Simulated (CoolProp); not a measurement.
Saturation properties of R113 (Tc = 487.2 K, pc = 3392 kPa, ω = 0.253).

Computed with CoolProp (reference Helmholtz-energy equation of state, Marx 1992).

| T (K) | p (kPa) | vapour density (kg/m³) | enthalpy of vaporisation (kJ/kg) | liquid cp (kJ/(kg K)) | surface tension (mN/m) |
|---|---|---|---|---|---|
| 327.4 | 125.7 | 9.089 | 142.2 | 0.9475 | 14.0 |
| 334.4 | 156.0 | 11.14 | 139.8 | 0.9553 | 13.2 |
| 341.3 | 191.0 | 13.49 | 137.4 | 0.9633 | 12.5 |
| 348.2 | 231.8 | 16.21 | 135.0 | 0.9716 | 11.7 |
| 355.1 | 279.0 | 19.35 | 132.5 | 0.9803 | 11.0 |
| 362.1 | 333.9 | 23.00 | 129.8 | 0.9897 | 10.3 |
| 369 | 395.6 | 27.11 | 127.1 | 0.9995 | 9.60 |
| 375.9 | 465.5 | 31.80 | 124.3 | 1.010 | 8.91 |
| 382.9 | 545.6 | 37.20 | 121.3 | 1.021 | 8.22 |
| 389.8 | 634.1 | 43.25 | 118.2 | 1.034 | 7.55 |
| 396.7 | 732.9 | 50.10 | 114.9 | 1.047 | 6.90 |
| 403.6 | 842.7 | 57.86 | 111.5 | 1.062 | 6.25 |
| 410.6 | 966.1 | 66.80 | 107.8 | 1.079 | 5.61 |
| 417.5 | 1100 | 76.81 | 103.9 | 1.099 | 4.99 |
| 424.4 | 1248 | 88.21 | 99.83 | 1.121 | 4.38 |

It boils at 320.7 K under 1 atm.

Surface tension comes from a separate correlation (Mulero 2012).
